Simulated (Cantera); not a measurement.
A Cantera script and what it prints.

```python
import numpy as np
import cantera as ct

gas_names = [...]  # 123 gases of nasa_gas.yaml made of C, H, O, Si
cond_names = """
    C(gr) C6H6(L) C7H8(L) C8H18(L),n-octa H2O(s) H2O(L) Si(cr) Si(L) SiC(b) SiO2(Lqz) SiO2(hqz) SiO2(L)
""".split()


# ... load() reads the species with a 1 bar reference pressure and builds the phases ...
atoms = {
    'HMDSO': {'Si': 2, 'C': 6, 'H': 18, 'O': 1},
    'H2O': {'H': 2, 'O': 1},
    'H2': {'H': 2},
    'O2': {'O': 2},
}
top_T = {'C(gr)': 4500, 'SiC(b)': 3050}  # K; cautious upper limits of use, not melting points


# ... equilibrate(T, P, feed) seeds the gas with the atoms and calls Mixture.equilibrate('TP', solver="vcs", rtol=1e-11, max_steps=5000) ...
results = []
T = 1400  # K
P = 49000  # Pa
for m in [2.8, 3.9, 5, 6.2, 7.3, 8.4, 9.5, 11, 12]:
    feed = {'HMDSO': 1, 'H2O': 0.71, 'H2': 1.6, 'O2': m}  # mol
    mix = equilibrate(T, P, feed)
    results.append((T, P, feed, dict(zip(mix.species_names, mix.species_moles))))

top = {s: max(r[3][s] / sum(r[3][g] for g in gas_names) for r in results) for s in gas_names}
cols = sorted((s for s in top if top[s] > 0.001), key=lambda s: -top[s])[:5]
seen = [c for c in cond_names if any(r[3].get(c, 0) > 1e-12 for r in results)]
print("log10 of partial pressures in bar; condensed amounts in mol")
print(f"{'n(O2)':>10s}" + "".join(f"{s[:9]:>10s}" for s in cols + seen))
for T, P, feed, n in results:
    ng = sum(n[g] for g in gas_names)
    print(f"{feed['O2']:10.4g}" + "".join(f"{np.log10(max(n[s] / ng * P / 1e5, 1e-99)):10.3f}" for s in cols)
          + "".join(f"{n.get(c, 0):10.4g}" for c in seen))
```

Result:

```
log10 of partial pressures in bar; condensed amounts in mol
     n(O2)        H2       H2O        CO       CO2       CH4     C(gr) SiO2(hqz)
       2.8    -0.422    -3.806    -0.955    -4.676    -3.209     2.677         2
       3.9    -0.483    -3.707    -0.795    -4.355    -3.331    0.4822         2
         5    -0.550    -1.416    -0.796    -1.999    -5.824         0         2
       6.2    -0.639    -1.044    -0.842    -1.585    -6.507         0         2
       7.3    -0.734    -0.868    -0.897    -1.367    -7.025         0         2
       8.4    -0.849    -0.748    -0.969    -1.205    -7.560         0         2
       9.5    -0.993    -0.660    -1.069    -1.073    -8.182         0         2
        11    -1.286    -0.571    -1.300    -0.922    -9.380         0         2
        12    -1.659    -0.525    -1.631    -0.834   -10.877         0         2
```

Cantera equilibrium calculation (NASA polynomials, part measured and part estimated; ideal gas, pure solids and liquids). The feed counts by its element totals alone. The tables hold silica as quartz up to 1696 K and as liquid above; real silica turns to tridymite and cristobalite and melts near 1996 K. Gases not in the tables: Si(OH)4.
